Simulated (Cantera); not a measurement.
A Cantera script and what it prints.

```python
import numpy as np
import cantera as ct

gas_names = """
    CL CL2 Fe FeCL FeCL2 FeCL3 Fe2CL4 Fe2CL6 H HCL H2 N NH NH2 NH3 N2 N2H2 N2H4
""".split()
cond_names = """
    Fe(a) Fe(c) Fe(d) Fe(L) FeCL2(s) FeCL2(L) FeCL3(s) FeCL3(L) NH4CL(a) NH4CL(b)
""".split()


# ... load() reads the species with a 1 bar reference pressure and builds the phases ...
atoms = {
    'Fe': {'Fe': 1},
    'HCl': {'H': 1, 'CL': 1},
    'N2': {'N': 2},
}
top_T = {}  # K; cautious upper limits of use, not melting points


# ... equilibrate(T, P, feed) seeds the gas with the atoms and calls Mixture.equilibrate('TP', solver="vcs", rtol=1e-11, max_steps=5000) ...
results = []
P = 101325  # Pa
for T in [775, 850, 925, 1000, 1075, 1150, 1225, 1300, 1375, 1450, 1525, 1600, 1675]:
    for m in [0.067, 0.2, 0.34, 0.47, 0.61, 0.74, 0.88]:
        feed = {'Fe': 1, 'HCl': 0.055, 'N2': m}  # mol
        mix = equilibrate(T, P, feed)
        results.append((T, P, feed, dict(zip(mix.species_names, mix.species_moles))))

for T, P, feed, n in results:
    print(f"{T:7g} {feed['N2']:10.4g}  " + (" + ".join(c for c in cond_names if n.get(c, 0) > 1e-12) or "gas only"))
```

Output:

```
    775      0.067  Fe(a) + FeCL2(s)
    775        0.2  Fe(a) + FeCL2(s)
    775       0.34  Fe(a) + FeCL2(s)
    775       0.47  Fe(a) + FeCL2(s)
    775       0.61  Fe(a) + FeCL2(s)
    775       0.74  Fe(a) + FeCL2(s)
    775       0.88  Fe(a) + FeCL2(s)
    850      0.067  Fe(a) + FeCL2(s)
    850        0.2  Fe(a) + FeCL2(s)
    850       0.34  Fe(a) + FeCL2(s)
    850       0.47  Fe(a) + FeCL2(s)
    850       0.61  Fe(a) + FeCL2(s)
    850       0.74  Fe(a) + FeCL2(s)
    850       0.88  Fe(a) + FeCL2(s)
    925      0.067  Fe(a) + FeCL2(s)
    925        0.2  Fe(a) + FeCL2(s)
    925       0.34  Fe(a) + FeCL2(s)
    925       0.47  Fe(a) + FeCL2(s)
    925       0.61  Fe(a) + FeCL2(s)
    925       0.74  Fe(a) + FeCL2(s)
    925       0.88  Fe(a) + FeCL2(s)
   1000      0.067  Fe(a) + FeCL2(L)
   1000        0.2  Fe(a) + FeCL2(L)
   1000       0.34  Fe(a) + FeCL2(L)
   1000       0.47  Fe(a)
   1000       0.61  Fe(a)
   1000       0.74  Fe(a)
   1000       0.88  Fe(a)
   1075      0.067  Fe(a) + FeCL2(L)
   1075        0.2  Fe(a)
   1075       0.34  Fe(a)
   1075       0.47  Fe(a)
   1075       0.61  Fe(a)
   1075       0.74  Fe(a)
   1075       0.88  Fe(a)
   1150      0.067  Fe(a)
   1150        0.2  Fe(a)
   1150       0.34  Fe(a)
   1150       0.47  Fe(a)
   1150       0.61  Fe(a)
   1150       0.74  Fe(a)
   1150       0.88  Fe(a)
   1225      0.067  Fe(c)
   1225        0.2  Fe(c)
   1225       0.34  Fe(c)
   1225       0.47  Fe(c)
   1225       0.61  Fe(c)
   1225       0.74  Fe(c)
   1225       0.88  Fe(c)
   1300      0.067  Fe(c)
   1300        0.2  Fe(c)
   1300       0.34  Fe(c)
   1300       0.47  Fe(c)
   1300       0.61  Fe(c)
   1300       0.74  Fe(c)
   1300       0.88  Fe(c)
   1375      0.067  Fe(c)
   1375        0.2  Fe(c)
   1375       0.34  Fe(c)
   1375       0.47  Fe(c)
   1375       0.61  Fe(c)
   1375       0.74  Fe(c)
   1375       0.88  Fe(c)
   1450      0.067  Fe(c)
   1450        0.2  Fe(c)
   1450       0.34  Fe(c)
   1450       0.47  Fe(c)
   1450       0.61  Fe(c)
   1450       0.74  Fe(c)
   1450       0.88  Fe(c)
   1525      0.067  Fe(c)
   1525        0.2  Fe(c)
   1525       0.34  Fe(c)
   1525       0.47  Fe(c)
   1525       0.61  Fe(c)
   1525       0.74  Fe(c)
   1525       0.88  Fe(c)
   1600      0.067  Fe(c)
   1600        0.2  Fe(c)
   1600       0.34  Fe(c)
   1600       0.47  Fe(c)
   1600       0.61  Fe(c)
   1600       0.74  Fe(c)
   1600       0.88  Fe(c)
   1675      0.067  Fe(d)
   1675        0.2  Fe(d)
   1675       0.34  Fe(d)
   1675       0.47  Fe(d)
   1675       0.61  Fe(d)
   1675       0.74  Fe(d)
   1675       0.88  Fe(d)
```

Method: chemical equilibrium by Gibbs-energy minimisation in Cantera with the NASA 1993 tables (ideal gas, pure condensed phases). Mutual solubility and eutectic melting of coexisting phases are not modelled.
